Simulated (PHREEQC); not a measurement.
0.022 g of hydrous ferric oxide (600 m²/g; 0.2 weak and 0.005 strong sites per Fe, Dzombak-Morel constants, diffuse double layer) in 1 kg of water with 0.05 mol/kgw of an inert sodium salt, at 25 °C; the pH is set by adding NaOH or the inert anion's acid. Oxygen alone is held at its pressure in air (log pO2 = -0.68). The system is closed to CO2. Precipitation was switched off in this run.

Base run: PHREEQC, ion-association model, wateq4f.dat. Each further column changes one thing. The table gives surface charge σ (C/m²).

```tsv
pH	base	background salt from 0.05 to 0.005 mol/kgw	oxide from 0.022 to 0.11 g/kgw	3.9e-05 mol/kgw ZnSO4 added
4	0.294	…	0.294	0.137
4.5	0.238	0.131	0.238	0.127
5.5	0.130	…	0.130	0.092
6	0.089	…	0.089	0.074
6.5	0.058	0.023	0.058	0.055
7.5	0.017	0.006	0.017	0.036
8	0.003	0.001	0.003	…
8.5	-0.010	-0.004	-0.010	0.026
9.5	-0.046	-0.018	-0.046	0.001
10	-0.074	-0.030	-0.074	-0.014
```

### Question
Fill in the missing entries.

### Answer

- 4, background salt from 0.05 to 0.005 mol/kgw: 0.182
- 5.5, background salt from 0.05 to 0.005 mol/kgw: 0.059
- 6, background salt from 0.05 to 0.005 mol/kgw: 0.037
- 8, 3.9e-05 mol/kgw ZnSO4 added: 0.032

 In at least one series the solution becomes supersaturated in solids that the run did not let form, among them Zn(OH)2-e.
